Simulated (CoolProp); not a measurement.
The fluoroketone C6F12O (FK-5-1-12) at 357.46 K and 0.052 MPa is throttled through a valve to 0.00215 MPa with no heat exchange. Each further row changes one setting.

The numbers come from the reference Helmholtz-energy equation of state, McLinden 2015 in CoolProp.

```tsv
case	final density (kg/m³)
as stated	___
outlet pressure 0.000645 MPa	___
outlet pressure 0.0028 MPa	___
```

Problem. What belongs in the gaps?

Solution. 
- as stated, final density (kg/m³): 0.229
- outlet pressure 0.000645 MPa, final density (kg/m³): 0.0688
- outlet pressure 0.0028 MPa, final density (kg/m³): 0.299
